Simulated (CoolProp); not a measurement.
Saturation properties of propylene.

Model: reference Helmholtz-energy equation of state, Lemmon 2013, in CoolProp.

| T (°C) | p (MPa) | liquid density (kg/m³) | enthalpy of vaporisation (kJ/kg) | vapour Z |
|---|---|---|---|---|
| -82.55 | 0.01477 | 651.7 | 475.2 | 0.9912 |
| -72.95 | 0.02708 | 640.5 | 465.6 | 0.9861 |
| -63.35 | 0.04660 | [?] | 455.8 | 0.9794 |
| -53.65 | 0.07636 | 617.5 | 445.5 | 0.9705 |
| -44.05 | 0.1188 | 605.6 | 434.9 | [?] |
| -34.35 | 0.1784 | 593.3 | 423.6 | 0.9463 |
| -24.75 | 0.2577 | [?] | 411.8 | 0.9306 |
| -15.05 | 0.3624 | 567.6 | 399.2 | 0.9122 |
| -5.45 | [?] | 554.1 | 385.7 | 0.8911 |
| 4.15 | 0.6598 | 539.9 | 371.2 | 0.8671 |
| 13.85 | 0.8649 | [?] | 355.2 | 0.8396 |
| 23.45 | 1.110 | 508.9 | 337.9 | 0.8090 |
| 33.15 | 1.407 | 491.7 | 318.5 | 0.7742 |

Question: Fill in the missing entries.

Answer: 
- -63.35, liquid density (kg/m³): 629.2
- -44.05, vapour Z: 0.9596
- -24.75, liquid density (kg/m³): 580.8
- -5.45, p (MPa): 0.4947
- 13.85, liquid density (kg/m³): 524.8

It boils at -47.6 °C under 1 atm.
